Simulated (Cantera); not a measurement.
An isothermal, constant-pressure homogeneous reactor starts with NO : N2 = 1 : 1.7 (molar parts), at 1550 K and 750 Torr.

Detailed kinetics in Cantera: GRI-Mech 3.0 (53 species, 325 reactions).

Question: Predict: x(NO) at 20.0 s; x(O2) at 20.0 s; x(O) at 20.0 s; x(N2O) at 20.0 s; x(NO2) at 20.0 s; x(N2) at 20.0 s.

Answer: 
- x(NO) at 20.0 s: 0.294 (gas-phase equilibrium 0.00148)
- x(O2) at 20.0 s: 0.0376 (gas-phase equilibrium 0.184)
- x(O) at 20.0 s: 1.58e-6 (gas-phase equilibrium 3.38e-6)
- x(N2O) at 20.0 s: 3.02e-5 (gas-phase equilibrium 9.12e-8)
- x(NO2) at 20.0 s: 0.000583 (gas-phase equilibrium 6.41e-6)
- x(N2) at 20.0 s: 0.668 (gas-phase equilibrium 0.814)
